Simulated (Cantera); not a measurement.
An isothermal, constant-pressure homogeneous reactor starts with 6.80 % H₂, 93.2 % O₂, equivalence ratio 0.036, at 1225 K and 20.0 Torr.

Cantera simulation using GRI-Mech 3.0 (53 species, 325 reactions); the numbers are that mechanism's predictions, not measurements. Radical loss at walls, strong at low pressure, is not modelled. The temperature is held fixed by assumption; the heat of reaction is taken as removed at once.

One state of this run: x H₂ = 0.00114; x O₂ = 0.895; x O = 0.0300; x OH = 0.00417; x H₂O₂ = 2.27e-7; x H₂O = 0.0618. x: mole fraction; the columns are a selection and need not sum to one.

Question: Which value of t (s) does it belong to?
A. 0.0356
B. 0.327
C. 0.108
D. 0.00387

Answer: D, 0.00387
